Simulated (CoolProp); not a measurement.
Vapour-liquid equilibrium of nitrogen (1) + carbon monoxide (2) at -167.05 °C; x and y are mole fractions of (1).

Computed with CoolProp (multi-fluid Helmholtz-energy mixture model, Span 2000 and Lemmon 2006; pair parameters Gernert 2013).

### Question
Give the bubble pressure and the first vapour's composition at x = 0.05, 0.725, 0.8. Is there an azeotrope?

### Answer
x = 0.05: 851.2 kPa, y = 0.066; x = 0.725: 1085 kPa, y = 0.767; x = 0.8: 1107 kPa, y = 0.831. No azeotrope shows between x = 0.05 and 0.95.

Pair parameters are fitted to limited data, so mixtures are less certain than the pure fluids.
